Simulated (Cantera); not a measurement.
## CaF₂ + O₂ + H₂ (halide evaporation, hydrolysis and transport)

Input: 1 mol CaF₂, 5 mol O₂, 0.35 mol H₂, at 898 K and 3.90 Pa.

Method: chemical equilibrium by Gibbs-energy minimisation in Cantera with the NASA 1993 tables (ideal gas, pure condensed phases). Candidate condensed phases: Ca, CaF₂, CaO, Ca(OH)₂, H₂O; 29 gas species. Rates play no part.

* **x(O₂)**: 0.932
* **x(H₂O)**: 0.0674
* **x(HF)**: 0.000364
* **n(CaF₂(s))**: 0.999 mol
* **n(CaO(s))**: 0.000942 mol
* **gas amount**: 5.176 mol
* **log10 activity of Ca(OH)₂(s) (absent)**: -6.33
* **log10 activity of Ca(s) (absent)**: -29.21
